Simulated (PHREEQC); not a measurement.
0.023 g of hydrous ferric oxide (600 m²/g; 0.2 weak and 0.005 strong sites per Fe, Dzombak-Morel constants, diffuse double layer) in 1 kg of water with 0.005 mol/kgw of an inert sodium salt and 0.019 mmol/kgw Na2SO4 and 0.00074 mmol/kgw ZnSO4, at 25 °C; the pH is set by adding NaOH or the inert anion's acid. O2 is buffered at 0.21 atm. No CO2 enters from the air. Precipitation was switched off in this run.

Computed with PHREEQC (ion-association model, wateq4f.dat).

### Question
Predict S sorbed (%), Zn sorbed (%) at pH = 4, 8.5.

### Answer
```csv
pH,S sorbed (%),Zn sorbed (%)
4,87.3,0.0
8.5,0.0,99.9
```
